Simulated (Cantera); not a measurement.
**Hydrocarbon pyrolysis for carbon deposition**

A perfectly stirred reactor is fed with C3H8 : H2 = 1 : 67 (molar parts), at 760 Torr; it is held at 1975 K, and followed from long to short residence time.

Computed with Cantera and GRI-Mech 3.0 (53 species, 325 reactions). GRI-Mech 3.0 was tuned for natural gas; its chemistry of propane as a main component is partial and can be far from experiment. GRI-Mech 3.0 stops at C3 and has no aromatics, soot or wall deposition, so with more carbon than oxygen in the feed, carbon stays in small species such as C2H2 where larger ones or solid carbon would form.

```csv
τ (s),x C3H8,x H2,x C2H4,x CH2,x C2H2,x H,x CH4
1.2,1.83e-8,0.976,0.000150,1.32e-7,0.0196,0.00135,0.00273
0.39,5.61e-8,0.976,0.000149,1.57e-7,0.0194,0.00135,0.00325
0.12,1.82e-7,0.975,0.000147,2.14e-7,0.0188,0.00136,0.00445
0.038,5.75e-7,0.974,0.000147,3.17e-7,0.0177,0.00137,0.00657
0.012,1.81e-6,0.972,0.000157,4.74e-7,0.0162,0.00139,0.00963
0.0038,5.61e-6,0.970,0.000203,6.83e-7,0.0145,0.00144,0.0130
0.0012,1.69e-5,0.969,0.000341,9.74e-7,0.0130,0.00157,0.0157
0.00037,4.97e-5,0.968,0.000704,1.47e-6,0.0118,0.00185,0.0172
0.00012,0.000134,0.967,0.00148,2.27e-6,0.0105,0.00225,0.0178
```
x: mole fraction; the columns are a selection and need not sum to one.
